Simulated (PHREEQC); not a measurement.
Dissolve 0.049 mol/kgw HF, 0.0015 mol/kgw NH4F and 0.000198 mol/kgw (NH4)2SiF6 at 30 °C. Closed to the air; pH follows from the charge balance.

Computed with PHREEQC (ion-association model, phreeqc.dat).

Q: The ionic strength comes out as 0.00741 mol/kgw. What activity coefficients do NH4+, SiF6-2, H+, HF2-, F- get?

A: NH4+ 0.91, SiF6-2 0.70, H+ 0.92, HF2- 0.91, F- 0.91.

This is a speciation only: nothing precipitates in the calculation. SiF6-2 is the database's only silicon fluoride.
